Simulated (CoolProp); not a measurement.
Vapour-liquid equilibrium of dimethyl ether (1) + n-perfluorobutane (2) at 12.4 bar; x and y are mole fractions of (1).

Computed with CoolProp (multi-fluid Helmholtz-energy mixture model, Wu 2011 and Gao 2022; pair parameters Bell 2016).

Give the bubble temperature and the first vapour's composition at x = 0.2, 0.35, 0.95. Is there an azeotrope?

x = 0.2: 333.7 K, y = 0.444; x = 0.35: 324.7 K, y = 0.598; x = 0.95: 323.1 K, y = 0.895. y crosses x between x = 0.725 and 0.8: the model has an azeotrope there.

Pair parameters are fitted to limited data, so mixtures are less certain than the pure fluids. With so large a gap from Raoult's law the liquid may split in two, which this calculation doesn't test in full.
